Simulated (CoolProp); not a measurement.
Vapour-liquid equilibrium of benzene (1) + octamethylcyclotetrasiloxane (D4) (2) at 335.4 K; x and y are mole fractions of (1).

Computed with CoolProp (multi-fluid Helmholtz-energy mixture model, Thol 2012 and Thol 2015; pair parameters Bell 2016).

**Question.** Give the bubble pressure and the first vapour's composition at x = 0.05, 0.55, 0.65. Is there an azeotrope?

**Answer.** x = 0.05: 0.003891 MPa, y = 0.644; x = 0.55: 0.03218 MPa, y = 0.979; x = 0.65: 0.03723 MPa, y = 0.985. No azeotrope shows between x = 0.05 and 0.95.

Pair parameters are fitted to limited data, so mixtures are less certain than the pure fluids. The gap from Raoult's law changes sign with composition, which may be real or a fault of the pair parameters; it wasn't checked against measurements.
